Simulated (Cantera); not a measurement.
A Cantera script and its output.

```python
import numpy as np
import cantera as ct

gas = ct.Solution("gri30.yaml")
gas.TPX = 1525, 101325, {'CH4': 1, 'H2O': 1.3, 'H2': 0.36, 'N2': 0.0033}
reactor = ct.IdealGasConstPressureReactor(gas, energy="off", clone=False)
net = ct.ReactorNet([reactor])
net.rtol, net.atol = 1e-08, 1e-18
show = ['CH4', 'H2O', 'H2', 'C2H', 'HCO']
times = np.geomspace(2e-05, 60, 10)

steps = ct.SolutionArray(gas, extra=["t"])
rows = []
print(f"{'t/s':>10s}{'T/K':>9s}{'P/Pa':>11s}" + "".join(f"{s:>11s}" for s in show))
for t in times:
    while net.time < t:
        t_next = net.step()
        steps.append(gas.state, t=t_next)
    rows.append([np.interp(t, steps.t, y) for y in (steps.T, steps.P, *steps(*show).X.T)])
    print(f"{t:10.3e}{rows[-1][0]:9.1f}{rows[-1][1]:11.4g}" + "".join(f"{x:11.3e}" for x in rows[-1][2:]))
rate = np.gradient(steps.T, steps.t)
print("integrator steps:", len(steps.t))
if steps.T.max() > steps.T[0] + 200:
    print(f"time of steepest temperature rise: {steps.t[rate.argmax()]:.4e} s")
gas.TPX = 1525, 101325, {'CH4': 1, 'H2O': 1.3, 'H2': 0.36, 'N2': 0.0033}
gas.equilibrate("TP")
print(f"equilibrium (TP): T = {gas.T:.1f} K  " + "  ".join(f"{s} {gas[s].X[0]:.3e}" for s in show))
```

Output:

```
       t/s      T/K       P/Pa        CH4        H2O         H2        C2H        HCO
 2.000e-05   1525.0  1.013e+05  3.754e-01  4.881e-01  1.352e-01  1.094e-20  1.289e-15
 1.049e-04   1525.0  1.013e+05  3.753e-01  4.881e-01  1.352e-01  5.511e-17  5.778e-13
 5.500e-04   1525.0  1.013e+05  3.748e-01  4.880e-01  1.355e-01  3.695e-14  2.658e-11
 2.884e-03   1525.0  1.013e+05  3.716e-01  4.875e-01  1.378e-01  7.318e-12  2.686e-10
 1.513e-02   1525.0  1.013e+05  3.532e-01  4.819e-01  1.547e-01  2.975e-10  3.452e-10
 7.933e-02   1525.0  1.013e+05  2.795e-01  4.547e-01  2.287e-01  2.086e-09  2.681e-10
 4.160e-01   1525.0  1.013e+05  1.393e-01  3.954e-01  3.746e-01  5.240e-09  2.605e-10
 2.182e+00   1525.0  1.013e+05  7.179e-02  3.106e-01  4.879e-01  5.415e-09  1.024e-09
 1.144e+01   1525.0  1.013e+05  5.720e-02  1.920e-01  5.877e-01  2.135e-09  3.042e-09
 6.000e+01   1525.0  1.013e+05  3.006e-02  1.038e-01  6.721e-01  3.992e-10  5.047e-09
integrator steps: 1360
equilibrium (TP): T = 1525.0 K  CH4 4.525e-06  H2O 5.814e-02  H2 7.267e-01  C2H 7.494e-18  HCO 6.218e-09
```

Model: GRI-Mech 3.0 (53 species, 325 reactions), integrated in Cantera.
